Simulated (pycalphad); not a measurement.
Source of the numbers: pycalphad with the COST 507 light-alloy database (1999); pressure 1 atm. The database dates from 1999; later assessments differ in places, in temperatures and in the compounds included. Amounts are mole fractions of atoms. Kinetics are ignored, which matters at the lower temperatures.

Give the equilibrium state of Ti-0.27Hf-1.97B (at.%) at 690 K.

HCP_A3, fraction 0.961, with 0.28 Hf, 0.03 B at.%; BM, fraction 0.039, with 0.01 Hf, 50.0 B at.%.

Give the equilibrium state of Ti-0.27Hf-1.97B (at.%) at 1290 K.

BCC_A2, fraction 0.963, with 0.28 Hf, 0.15 B at.%; BM, fraction 0.037, with 0.02 Hf, 50.0 B at.%.

Database names, with the compositions (at.%) that they take in these runs: BM: Ti 50 B 50. BCC_A2 is bcc; HCP_A3 is hcp.
